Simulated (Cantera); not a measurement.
What does this Cantera script print?

```python
import numpy as np
import cantera as ct

gas_names = """
    CL CLO CL2 H HCL HNO HNO2 HNO3 HOCL HO2 H2 H2O H2O2 N NH NH2 NH3 NH2OH NO NO2 NO3 N2 N2H2 N2H4 N2O O
    OH O2 O3 Si SiCL SiCL2 SiCL3 SiCL4 SiH SiHCL3 SiH2 SiH2CL2 SiH3 SiH3CL SiH4 SiN SiO SiO2 Si2 Si2N
    Si3
""".split()
cond_names = """
    H2O(s) H2O(L) NH4CL(a) NH4CL(b) Si(cr) Si(L) SiO2(Lqz) SiO2(hqz) SiO2(L) Si2N2O(s) Si3N4(a)
""".split()


def load(file, names, dense=False):
    # The tables refer to 1 bar. Condensed volumes are neglected.
    table = {s.name: s for s in ct.Species.list_from_file(file)}
    out = []
    for n in names:
        d = dict(table[n].input_data)
        d["thermo"] = dict(d["thermo"], **{"reference-pressure": 1e5})
        if dense:
            d["equation-of-state"] = {"model": "constant-volume", "density": "1e6 g/cm^3"}
        out.append(ct.Species.from_dict(d))
    return out


gas = ct.Solution(thermo="ideal-gas", species=load("nasa_gas.yaml", gas_names))
cond = {s.name: ct.Solution(thermo="fixed-stoichiometry", species=[s], name=s.name)
        for s in load("nasa_condensed.yaml", cond_names, dense=True)}
atoms = {
    'SiH2Cl2': {'Si': 1, 'H': 2, 'CL': 2},
    'N2O': {'N': 2, 'O': 1},
    'H2': {'H': 2},
    'H2O': {'H': 2, 'O': 1},
}
top_T = {'Si2N2O(s)': 2100, 'Si3N4(a)': 2400}  # K; cautious upper limits of use, not melting points


def equilibrate(T, P, feed):
    n = {}
    for name, mol in feed.items():
        for a, k in atoms[name].items():
            n[a] = n.get(a, 0.0) + k * mol
    gas.TPX = T, P, n
    mass = sum(n.values()) * gas.mean_molecular_weight
    gas.equilibrate("TP")
    valid = [c for c in cond.values() if c.min_temp <= T <= top_T.get(c.name, c.max_temp)]
    mix = ct.Mixture([(gas, mass / gas.mean_molecular_weight)] + [(c, 0.0) for c in valid])
    mix.T, mix.P = T, P
    mix.equilibrate("TP", solver="vcs", rtol=1e-11, max_steps=5000)
    return mix


results = []
feed = {'SiH2Cl2': 1, 'N2O': 0.5, 'H2': 0.61, 'H2O': 1.9}  # mol
P = 100000  # Pa
for T in [1423, 1523, 1623, 1723, 1823, 1923, 2023]:
    mix = equilibrate(T, P, feed)
    results.append((T, P, feed, dict(zip(mix.species_names, mix.species_moles))))

top = {s: max(r[3][s] / sum(r[3][g] for g in gas_names) for r in results) for s in gas_names}
cols = sorted((s for s in top if top[s] > 1e-06), key=lambda s: -top[s])[:6]
seen = [c for c in cond_names if any(r[3].get(c, 0) > 1e-12 for r in results)]
print("log10 of partial pressures in bar; condensed amounts in mol")
print(f"{'T/K':>10s}" + "".join(f"{s[:9]:>10s}" for s in cols + seen))
for T, P, feed, n in results:
    ng = sum(n[g] for g in gas_names)
    print(f"{T:10.4g}" + "".join(f"{np.log10(max(n[s] / ng * P / 1e5, 1e-99)):10.3f}" for s in cols)
          + "".join(f"{n.get(c, 0):10.4g}" for c in seen))
```

It prints:

```
log10 of partial pressures in bar; condensed amounts in mol
       T/K        H2       HCL        N2       H2O         H        CL SiO2(hqz)   SiO2(L)
      1423    -0.376    -0.399    -1.001    -1.098    -5.365    -5.475         1         0
      1523    -0.376    -0.399    -1.001    -1.098    -4.824    -4.943         1         0
      1623    -0.376    -0.399    -1.001    -1.098    -4.348    -4.475         1         0
      1723    -0.376    -0.399    -1.001    -1.098    -3.927    -4.061         0         1
      1823    -0.376    -0.399    -1.001    -1.098    -3.551    -3.692         0    0.9999
      1923    -0.376    -0.400    -1.001    -1.098    -3.214    -3.361         0    0.9995
      2023    -0.377    -0.400    -1.002    -1.096    -2.910    -3.063         0    0.9973
```

These are equilibrium values from Cantera (NASA tables, ideal gas, pure condensed phases), not measurements of a reactor. The tables hold silica as quartz up to 1696 K and as liquid above; real silica turns to tridymite and cristobalite and melts near 1996 K. Gases not in the tables: Si(OH)4.
